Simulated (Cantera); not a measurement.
An adiabatic, constant-volume homogeneous reactor starts with CO : H2 : O2 : N2 : H2O = 1 : 0.24 : 0.258 : 0.971 : 0.095 (molar parts), at 1075 K and 1.00 bar.

Computed with Cantera and GRI-Mech 3.0 (53 species, 325 reactions).

One state of this run: T (K) = 2735; P (bar) = 2.31; x CO = 0.285; x H2 = 0.0309; x O2 = 0.00146; x N2O = 1.26e-7; x NO = 0.00204. x: mole fraction; the columns are a selection and need not sum to one.

### Question
Which value of t (s) does it belong to?
A) 0.000433
B) 8.25e-5
C) 0.0119
D) 1.57e-5

### Answer
C, 0.0119
